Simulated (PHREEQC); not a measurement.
A made-up water analysis in mg/kgw, 25 °C, pH 3.32, pe 9.4:

| constituent | mg/kgw |
|---|---|
| Na | 82.1 |
| K | 144 |
| Ca | 233 |
| Mg | 16.2 |
| Cl | 18.1 |
| S(6) as SO4 | 1050 |
| F | 0.363 |

Valence states are taken as typed.

All values are PHREEQC results (ion-association model, phreeqc.dat), not measurements.

Precipitation was switched off in this run.

Estimate the ionic strength.

ionic strength 0.0303 mol/kgw.

In which forms is Ca present?

Ca+2 70 %, CaSO4 30 % of the Ca.
